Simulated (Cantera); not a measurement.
An isothermal, constant-pressure homogeneous reactor starts with H₂ : O₂ = 0.15 : 1 (molar parts), equivalence ratio 0.075, at 1025 K and 0.0190 bar.

Computed with Cantera and GRI-Mech 3.0 (53 species, 325 reactions). Radical loss at walls, strong at low pressure, is not modelled. The temperature is held fixed by assumption; the heat of reaction is taken as removed at once.

One state of this run: x H₂ = 0.000138; x O₂ = 0.859; x OH = 0.000516; x HO₂ = 6.12e-6; x H = 0.000100; x H₂O = 0.139; x O = 0.000840. x: mole fraction; the columns are a selection and need not sum to one.

Problem. Which value of t (s) does it belong to?
(A) 0.0305
(B) 0.360
(C) 0.000500
(D) 1.86

Solution. A, 0.0305
